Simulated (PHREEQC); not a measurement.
## Brine (model solution)

Solution (15 °C): 47 mmol/kgw MgSO4, 29 mmol/kgw KCl and 0.021 mmol/kgw H4SiO4. Closed to the air; pH follows from the charge balance.

Computed with PHREEQC (Pitzer model, pitzer.dat).

This is a speciation only: nothing precipitates in the calculation.

Problem. What pH, osmotic coefficient does the model give?

Solution. pH 7.02; osmotic coefficient 0.742.

Complexes and solids missing from the database can't appear.
